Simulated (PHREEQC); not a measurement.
1.4 g of hydrous ferric oxide (600 m²/g; 0.2 weak and 0.005 strong sites per Fe, Dzombak-Morel constants, diffuse double layer) in 1 kg of water with 0.005 mol/kgw of an inert sodium salt and 0.17 mmol/kgw CuSO4 and 0.02 mmol/kgw PbCl2, at 25 °C; the pH is set by adding NaOH or the inert anion's acid. O2 is buffered at 0.21 atm. The system is closed to CO2. Precipitation was switched off in this run.

Base run: PHREEQC, ion-association model, wateq4f.dat. Each further column changes one thing. The table gives Cu sorbed (%).

| pH | base | no electrostatic term (-no_edl) | background salt from 0.005 to 0.0005 mol/kgw | oxide from 1.4 to 7 g/kgw | 0.00066 mol/kgw MgCl2 added |
|---|---|---|---|---|---|
| 4 | 9.8 | 14.2 | 8.8 | 39.1 | 9.9 |
| 4.5 | 33.9 | 48.0 | 31.1 | 80.7 | 34.2 |
| 5 | 71.1 | 86.9 | 67.9 | 96.7 | 71.5 |
| 6 | 99.2 | 99.8 | 99.2 | 99.9 | 99.2 |
| 6.5 | 99.9 | 100.0 | 99.9 | 100.0 | 99.9 |
| 7 | 100.0 | 100.0 | 100.0 | 100.0 | 100.0 |
| 7.5 | 100.0 | 100.0 | 100.0 | 100.0 | 100.0 |
| 8.5 | 100.0 | 99.9 | 100.0 | 100.0 | 99.9 |
| 9 | 100.0 | 99.7 | 100.0 | 100.0 | 99.9 |
| 9.5 | 100.0 | 98.3 | 100.0 | 100.0 | 99.8 |
| 10 | 100.0 | 87.4 | 100.0 | 100.0 | 99.8 |
| 11 | 99.9 | 15.0 | 99.9 | 100.0 | 99.6 |
| 11.5 | 99.9 | 2.2 | 99.9 | 100.0 | 99.2 |
| 12 | 99.4 | 0.2 | 99.6 | 100.0 | 96.5 |

The database's constant for dissolved Cu(OH)2 is higher than later reviews accept. In at least one series the solution becomes supersaturated in solids that the run did not let form, among them Cu(OH)2.
